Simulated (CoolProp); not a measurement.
Saturation properties of carbon monoxide.

Computed with CoolProp (reference Helmholtz-energy equation of state, Lemmon 2006). It is a short technical equation, of lower accuracy than the large ones.

```json
[
 {"T (°C)": "-180.85", "p (MPa)": "0.2932", "enthalpy of vaporisation (kJ/kg)": "198.4", "vapour Z": "0.9125", "surface tension (mN/m)": "7.28"},
 {"T (°C)": "-177.05", "p (MPa)": "0.4031", "enthalpy of vaporisation (kJ/kg)": "191.7", "vapour Z": "0.8906", "surface tension (mN/m)": "6.50"},
 {"T (°C)": "-173.15", "p (MPa)": "0.5444", "enthalpy of vaporisation (kJ/kg)": "184.2", "vapour Z": "0.8649", "surface tension (mN/m)": "5.72"},
 {"T (°C)": "-169.35", "p (MPa)": "0.7136", "enthalpy of vaporisation (kJ/kg)": "176.2", "vapour Z": "0.8366", "surface tension (mN/m)": "4.97"},
 {"T (°C)": "-165.55", "p (MPa)": "0.9178", "enthalpy of vaporisation (kJ/kg)": "167.3", "vapour Z": "0.8047", "surface tension (mN/m)": "4.23"},
 {"T (°C)": "-161.65", "p (MPa)": "1.168", "enthalpy of vaporisation (kJ/kg)": "157.0", "vapour Z": "0.7678", "surface tension (mN/m)": "3.49"},
 {"T (°C)": "-157.85", "p (MPa)": "1.455", "enthalpy of vaporisation (kJ/kg)": "145.6", "vapour Z": "0.7272", "surface tension (mN/m)": "2.79"},
 {"T (°C)": "-154.05", "p (MPa)": "1.790", "enthalpy of vaporisation (kJ/kg)": "132.4", "vapour Z": "0.6808", "surface tension (mN/m)": "2.11"},
 {"T (°C)": "-150.25", "p (MPa)": "2.177", "enthalpy of vaporisation (kJ/kg)": "116.6", "vapour Z": "0.6266", "surface tension (mN/m)": "1.45"}
]
```

It boils at -191.5 °C under 1 atm.

Surface tension comes from a separate correlation (Mulero 2012).
